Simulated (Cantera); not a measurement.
Mixture: CH4 : O2 : N2 = 1 : 2.3 : 8.64 (molar parts), at 3.36 atm, adiabatic and at constant volume. Ignition delay is the time to a rise of 400 K.

Detailed kinetics in Cantera: GRI-Mech 3.0 (53 species, 325 reactions).

Predict: delay at 1173 K; delay at 1323 K; delay at 1473 K; delay at 1623 K; apparent activation energy between 1548 and 1698 K.


| Item | Result |
|---|---|
| delay at 1173 K | 19.0 ms |
| delay at 1323 K | 2.80 ms |
| delay at 1473 K | 0.534 ms |
| delay at 1623 K | 0.132 ms |
| apparent activation energy between 1548 and 1698 K | 180 kJ/mol |
